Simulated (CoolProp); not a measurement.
Saturation properties of water (Tc = 373.9 °C, pc = 22.06 MPa, ω = 0.344).

Model: reference Helmholtz-energy equation of state, Wagner 2002, in CoolProp.

```tsv
T (°C)	p (MPa)	liquid density (kg/m³)	surface tension (mN/m)
229.75	2.784	827.5	30.6
239.45	3.315	814.1	28.3
249.05	3.913	800.3	26.1
258.75	4.598	785.6	23.8
268.35	5.362	770.2	21.5
278.05	6.230	753.7	19.3
287.65	7.190	736.3	17.0
297.35	8.272	717.5	14.8
306.95	9.461	697.4	12.6
316.65	10.79	675.3	10.5
326.25	12.25	651.0	8.43
335.95	13.87	623.4	6.41
```

It boils at 100.0 °C under 1 atm.

Surface tension comes from a separate correlation (Mulero 2012).
